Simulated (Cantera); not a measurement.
Cantera run:

```python
import numpy as np
import cantera as ct

gas_names = """
    H HO2 H2 H2O H2O2 O OH O2 O3 Ti TiO TiO2
""".split()
cond_names = """
    H2O(s) H2O(L) Ti(a) Ti(b) Ti(L) TiO(a) TiO(b) TiO(L) TiO2(ru) TiO2(L) Ti2O3(a) Ti2O3(b) Ti2O3(L)
    Ti3O5(a) Ti3O5(b) Ti3O5(L) Ti4O7(s) Ti4O7(L)
""".split()


# ... load() reads the species with a 1 bar reference pressure and builds the phases ...
atoms = {
    'TiO2': {'Ti': 1, 'O': 2},
    'H2': {'H': 2},
    'H2O': {'H': 2, 'O': 1},
}
top_T = {}  # K; cautious upper limits of use, not melting points


# ... equilibrate(T, P, feed) seeds the gas with the atoms and calls Mixture.equilibrate('TP', solver="vcs", rtol=1e-11, max_steps=5000) ...
results = []
feed = {'TiO2': 1, 'H2': 740, 'H2O': 0.19}  # mol
P = 100000  # Pa
for T in [1275, 1325, 1375, 1425, 1475, 1525, 1575, 1625, 1675, 1725]:
    mix = equilibrate(T, P, feed)
    results.append((T, P, feed, dict(zip(mix.species_names, mix.species_moles))))

top = {s: max(r[3][s] / sum(r[3][g] for g in gas_names) for r in results) for s in gas_names}
cols = sorted((s for s in top if top[s] > 1e-06), key=lambda s: -top[s])[:9]
seen = [c for c in cond_names if any(r[3].get(c, 0) > 1e-12 for r in results)]
print("log10 of partial pressures in bar; condensed amounts in mol")
print(f"{'T/K':>10s}" + "".join(f"{s[:9]:>10s}" for s in cols + seen))
for T, P, feed, n in results:
    ng = sum(n[g] for g in gas_names)
    print(f"{T:10.4g}" + "".join(f"{np.log10(max(n[s] / ng * P / 1e5, 1e-99)):10.3f}" for s in cols)
          + "".join(f"{n.get(c, 0):10.4g}" for c in seen))
```

Result:

```
log10 of partial pressures in bar; condensed amounts in mol
       T/K        H2       H2O         H  Ti2O3(b)  Ti3O5(b)  Ti4O7(s)
      1275    -0.000    -3.226    -6.133         0         0      0.25
      1325    -0.000    -3.151    -5.787         0    0.3333         0
      1375    -0.000    -3.151    -5.465         0    0.3333         0
      1425    -0.000    -3.151    -5.166         0    0.3333         0
      1475    -0.000    -3.151    -4.887         0    0.3333         0
      1525    -0.000    -3.151    -4.626         0    0.3333         0
      1575    -0.000    -3.151    -4.382         0    0.3333         0
      1625    -0.000    -3.151    -4.152         0    0.3333         0
      1675    -0.000    -3.042    -3.935    0.4479   0.03474         0
      1725    -0.000    -3.031    -3.731       0.5         0         0
```

Equilibrium computed with Cantera from the NASA thermochemical tables; the gas is ideal and each condensed phase is pure. Mutual solubility and eutectic melting of coexisting phases are not modelled. Condensed phases not in the tables: Magnéli phases beyond Ti4O7.
